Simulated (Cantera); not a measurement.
A Cantera script and its output.

```python
import numpy as np
import cantera as ct

gas = ct.Solution("gri30.yaml")
gas.TPX = 1148, 100000, {'CH4': 1, 'O2': 0.87, 'N2': 3.27}
reactor = ct.IdealGasConstPressureReactor(gas, energy="on", clone=False)
net = ct.ReactorNet([reactor])
net.rtol, net.atol = 1e-08, 1e-16
show = ['CH4', 'O2', 'C2H', 'CO2', 'NO', 'CH2CO']
times = np.geomspace(9e-06, 0.2, 14)

steps = ct.SolutionArray(gas, extra=["t"])
rows = []
print(f"{'t/s':>10s}{'T/K':>9s}{'P/Pa':>11s}" + "".join(f"{s:>11s}" for s in show))
for t in times:
    while net.time < t:
        t_next = net.step()
        steps.append(gas.state, t=t_next)
    rows.append([np.interp(t, steps.t, y) for y in (steps.T, steps.P, *steps(*show).X.T)])
    print(f"{t:10.3e}{rows[-1][0]:9.1f}{rows[-1][1]:11.4g}" + "".join(f"{x:11.3e}" for x in rows[-1][2:]))
rate = np.gradient(steps.T, steps.t)
print("integrator steps:", len(steps.t))
if steps.T.max() > steps.T[0] + 200:
    print(f"time of steepest temperature rise: {steps.t[rate.argmax()]:.4e} s")
gas.TPX = 1148, 100000, {'CH4': 1, 'O2': 0.87, 'N2': 3.27}
gas.equilibrate("HP")
print(f"equilibrium (HP): T = {gas.T:.1f} K  " + "  ".join(f"{s} {gas[s].X[0]:.3e}" for s in show))
```

It prints:

```
       t/s      T/K       P/Pa        CH4         O2        C2H        CO2         NO      CH2CO
 9.000e-06   1148.0      1e+05  1.946e-01  1.693e-01  1.340e-38  2.267e-18  2.390e-23  6.487e-27
 1.944e-05   1148.0      1e+05  1.946e-01  1.693e-01  8.780e-37  2.166e-17  7.759e-23  6.513e-25
 4.197e-05   1148.0      1e+05  1.946e-01  1.693e-01  5.362e-35  2.165e-16  2.735e-22  4.693e-23
 9.065e-05   1148.0      1e+05  1.946e-01  1.693e-01  3.238e-33  2.280e-15  1.083e-21  2.805e-21
 1.958e-04   1148.0      1e+05  1.946e-01  1.693e-01  2.073e-31  2.578e-14  4.779e-21  1.577e-19
 4.228e-04   1148.0      1e+05  1.946e-01  1.693e-01  1.745e-29  3.415e-13  2.377e-20  1.050e-17
 9.130e-04   1148.0      1e+05  1.946e-01  1.693e-01  2.168e-27  5.630e-12  1.381e-19  9.518e-16
 1.972e-03   1148.0      1e+05  1.945e-01  1.693e-01  3.937e-25  1.050e-10  9.221e-19  1.155e-13
 4.258e-03   1148.0      1e+05  1.945e-01  1.693e-01  2.972e-23  1.071e-09  4.910e-18  6.924e-12
 9.195e-03   1148.2      1e+05  1.945e-01  1.692e-01  5.192e-22  4.446e-09  1.668e-17  1.063e-10
 1.986e-02   1148.6      1e+05  1.944e-01  1.692e-01  6.706e-21  1.544e-08  5.159e-17  1.037e-09
 4.288e-02   1149.8      1e+05  1.941e-01  1.690e-01  1.402e-19  8.679e-08  2.184e-16  1.239e-08
 9.261e-02   1157.3      1e+05  1.924e-01  1.678e-01  1.475e-17  2.058e-06  2.682e-15  3.698e-07
 2.000e-01   2063.3      1e+05  1.757e-05  4.775e-08  1.188e-09  1.451e-02  5.236e-05  1.913e-08
integrator steps: 2271
time of steepest temperature rise: 1.5755e-01 s
equilibrium (HP): T = 2063.5 K  CH4 4.521e-10  O2 4.951e-08  C2H 2.289e-17  CO2 1.451e-02  NO 3.596e-06  CH2CO 1.523e-13
```

Model: GRI-Mech 3.0 (53 species, 325 reactions), integrated in Cantera.
